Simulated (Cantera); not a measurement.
Feed: 1 mol SiH2Cl2, 0.51 mol NH3, 47 mol H2, equilibrated at 2023 K and 0.100 bar.

Equilibrium computed with Cantera from the NASA thermochemical tables; the gas is ideal and each condensed phase is pure. Candidate condensed phases: NH4Cl, Si, Si3N4; 28 gas species. The tables' values for SiCl are old estimates; treat these amounts as uncertain. Gases not in the tables: Si2H6 and higher silanes. Kinetics and transport are ignored.

**Question.** What is the equilibrium state?

**Answer.** 
```
Property       Result
----------  ---------
x(H2)           0.951
x(HCl)         0.0339
x(H)          0.00586
x(N2)         0.00508
x(SiCl2)      0.00281
x(Si)        0.000569
x(SiCl)      0.000166
x(Cl)        0.000155
x(SiH2)      0.000115
n(Si(l))    0.809 mol
gas amount  50.21 mol
```
